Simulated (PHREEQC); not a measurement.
Synthetic water in mmol/kgw, 25 °C, pH 4.2, pe 12.9:

```tsv
constituent	mmol/kgw
Na	1.69
K	2.25
Ca	3.92
Mg	1.62
Cl	3.49
S(6)	9.23
Sr	0.0324
Fe(3)	1.41
Mn(2)	0.00534
```

Valence states are taken as typed.

All values are PHREEQC results (ion-association model, phreeqc.dat), not measurements.

This is a speciation only: nothing precipitates in the calculation.

**Question.** Estimate the ionic strength, charge-balance error.

**Answer.** ionic strength 0.0277 mol/kgw; charge-balance error -15.2 %.

**Question.** In which forms is Mn present?

**Answer.** Mn+2 72 %, MnSO4 28 %, MnCl+ 0.6 % of the Mn.

The solution is supersaturated, for example in Jarosite-K, Fe(OH)3(a), so a real one may precipitate; this is no full list. Species that the database lacks are ignored.
